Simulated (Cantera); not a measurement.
Charge: 1 mol Al, 1.2 mol H2O, 0.1 mol O2, equilibrated at 1673 K and 0.0100 bar.

These are equilibrium values from Cantera (NASA tables, ideal gas, pure condensed phases), not measurements of a reactor. Candidate condensed phases: Al, Al2O3, H2O; 19 gas species. Mutual solubility and eutectic melting of coexisting phases are not modelled. Kinetics and transport are ignored.

Base state: H2 0.960, Al2O 0.0205, Al 0.0169, H 0.00112, AlH 0.00109 (mole fractions); condensed: Al(l) + Al2O3(s).

Q: What changes in the equilibrium state with this change: 1.3 mol HCl added?

A: 
```json
[
 {"species": "H2", "before": "0.960", "after": "0.519"},
 {"species": "HCl", "before": "0", "after": "0.452"},
 {"species": "AlCl3", "before": "0", "after": "0.0203"},
 {"species": "Al2O", "before": "0.0205", "after": "<1e-9"},
 {"species": "Al", "before": "0.0169", "after": "4.82e-8"},
 {"species": "AlCl2", "before": "0", "after": "0.00373"},
 {"species": "AlCl", "before": "0", "after": "0.00298"},
 {"species": "Cl", "before": "0", "after": "0.000558"},
 {"species": "AlH", "before": "0.00109", "after": "2.29e-9"},
 {"species": "Al(l), mol", "before": "0.0101", "after": "0"},
 {"species": "Al2O3(s), mol", "before": "0.458", "after": "0.466"}
]
```
The tables' values for AlCl2 are old estimates; treat these amounts as uncertain. Further candidate phases: AlCl3.
